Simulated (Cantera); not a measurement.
A perfectly stirred reactor is fed with 12.6 % N2O, 0.109 % H2, 87.2 % N2, at 1.20 bar; it is held at 1248 K, and followed from long to short residence time.

Detailed kinetics in Cantera: GRI-Mech 3.0 (53 species, 325 reactions). GRI-Mech 3.0 was tuned for natural gas; its chemistry of N2O as a main component is partial and can be far from experiment. The mechanism lacks the step 2 NO + O2 → 2 NO2, which can matter for NO2 below about 1400 K. The temperature is held fixed by assumption; the heat of reaction is taken as removed at once.

Task: Predict: x(N2O) at τ = 12.0 s; x(H2) at τ = 12.0 s; x(HO2) at τ = 12.0 s; x(NO) at τ = 12.0 s; x(H) at τ = 12.0 s; x(N2O) at τ = 39.0 ms; x(H2) at τ = 39.0 ms; x(HO2) at τ = 39.0 ms; x(NO) at τ = 39.0 ms; x(H) at τ = 39.0 ms.

Result: 
```json
{
 "x(N2O) at τ = 12.0 s": "0.00877",
 "x(H2) at τ = 12.0 s": "9.01e-7",
 "x(HO2) at τ = 12.0 s": "1.18e-8",
 "x(NO) at τ = 12.0 s": "0.00527",
 "x(H) at τ = 12.0 s": "1.55e-9",
 "x(N2O) at τ = 39.0 ms": "0.117",
 "x(H2) at τ = 39.0 ms": "8.43e-5",
 "x(HO2) at τ = 39.0 ms": "2.45e-7",
 "x(NO) at τ = 39.0 ms": "0.000850",
 "x(H) at τ = 39.0 ms": "9.90e-8"
}
```
